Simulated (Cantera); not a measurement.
A perfectly stirred reactor is fed with 52.1 % CH₄, 37.5 % CO₂, 10.4 % H₂, at 24000 Pa; it is held at 2223 K, and followed from long to short residence time.

Model: GRI-Mech 3.0 (53 species, 325 reactions), integrated in Cantera.

Predict: x(CH₄) at τ = 0.550 s; x(CO₂) at τ = 0.550 s; x(H₂) at τ = 0.550 s; x(CH₂) at τ = 0.550 s; x(HCO) at τ = 0.550 s; x(CH₄) at τ = 5.50 ms; x(CO₂) at τ = 5.50 ms; x(H₂) at τ = 5.50 ms; x(CH₂) at τ = 5.50 ms; x(HCO) at τ = 5.50 ms.


| Quantity | Value |
|---|---|
| x(CH₄) at τ = 0.550 s | 0.00129 |
| x(CO₂) at τ = 0.550 s | 0.000429 |
| x(H₂) at τ = 0.550 s | 0.555 |
| x(CH₂) at τ = 0.550 s | 9.39e-6 |
| x(HCO) at τ = 0.550 s | 2.05e-7 |
| x(CH₄) at τ = 5.50 ms | 0.0178 |
| x(CO₂) at τ = 5.50 ms | 0.0224 |
| x(H₂) at τ = 5.50 ms | 0.458 |
| x(CH₂) at τ = 5.50 ms | 5.30e-5 |
| x(HCO) at τ = 5.50 ms | 1.32e-6 |
